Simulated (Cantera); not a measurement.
A perfectly stirred reactor is fed with 6.67 % CH₄, 18.3 % O₂, 68.7 % N₂, 6.34 % CO₂, equivalence ratio 0.73, at 101000 Pa; it is adiabatic with a 650 K inlet, and is followed from long to short residence time, starting on the burning branch (τ in s: 0.21, 0.093, 0.04, 0.018, 0.0076, 0.0033, 0.0014, 0.00062, 0.00027, 0.00012, 5.1e-05).

Cantera simulation using GRI-Mech 3.0 (53 species, 325 reactions); the numbers are that mechanism's predictions, not measurements.

Predict: blow-out, bracketed by the residence times tried; x(CH₄) at τ = 0.210 s; x(O₂) at τ = 0.210 s; x(CO₂) at τ = 0.210 s; x(HCO) at τ = 0.210 s; x(CH₄) at τ = 3.30 ms; x(O₂) at τ = 3.30 ms; x(CO₂) at τ = 3.30 ms; x(HCO) at τ = 3.30 ms.


- blow-out, bracketed by the residence times tried = burning at 0.120 ms, out at 51.0 µs
- x(CH₄) at τ = 0.210 s = 2.77e-6
- x(O₂) at τ = 0.210 s = 0.0493
- x(CO₂) at τ = 0.210 s = 0.129
- x(HCO) at τ = 0.210 s = 8.36e-9
- x(CH₄) at τ = 3.30 ms = 5.65e-5
- x(O₂) at τ = 3.30 ms = 0.0524
- x(CO₂) at τ = 3.30 ms = 0.121
- x(HCO) at τ = 3.30 ms = 5.75e-7
